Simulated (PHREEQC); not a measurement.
A made-up water analysis in mg/kgw, 10 °C, pH 5.64, pe -1:

```csv
constituent,mg/kgw
Na,0.0415
K,0.0313
Ca,0.00869
Mg,0.00487
Cl,0.0683
S(6) as SO4,0.0215
Alkalinity as HCO3,0.0568
N(-3) as NH4,0.00145
Br,0.0048
Fe(2),0.00014
B,4.09e-05
Sr,0.00152
```

Valence states are taken as typed.

Equilibrium calculation in PHREEQC: ion-association model, phreeqc.dat.

```
Property                        Value
--------------------  ---------------
ionic strength        6.42e-6 mol/kgw
charge-balance error            1.7 %
```

```json
[
 {"species": "CO2", "molality": "2.14e-5", "activity": "2.14e-5", "log γ": "0.000"},
 {"species": "HCO3-", "molality": "3.23e-6", "activity": "3.22e-6", "log γ": "-0.001"},
 {"species": "H+", "molality": "2.30e-6", "activity": "2.29e-6", "log γ": "-0.001"},
 {"species": "Cl-", "molality": "1.93e-6", "activity": "1.92e-6", "log γ": "-0.001"},
 {"species": "Na+", "molality": "1.81e-6", "activity": "1.80e-6", "log γ": "-0.001"},
 {"species": "K+", "molality": "8.01e-7", "activity": "7.98e-7", "log γ": "-0.001"},
 {"species": "SO4-2", "molality": "2.24e-7", "activity": "2.21e-7", "log γ": "-0.005"},
 {"species": "Ca+2", "molality": "2.17e-7", "activity": "2.14e-7", "log γ": "-0.005"},
 {"species": "Mg+2", "molality": "2.00e-7", "activity": "1.98e-7", "log γ": "-0.005"},
 {"species": "NH4+", "molality": "8.04e-8", "activity": "8.01e-8", "log γ": "-0.001"},
 {"species": "Br-", "molality": "6.01e-8", "activity": "5.99e-8", "log γ": "-0.001"},
 {"species": "Sr+2", "molality": "1.73e-8", "activity": "1.72e-8", "log γ": "-0.005"},
 {"species": "H3BO3", "molality": "3.78e-9", "activity": "3.78e-9", "log γ": "0.000"}
]
```

No solid was allowed to form. Complexes and solids missing from the database can't appear. Away from 25 °C the constants follow the database's enthalpies or fits; those with neither stay at their 25 °C values.
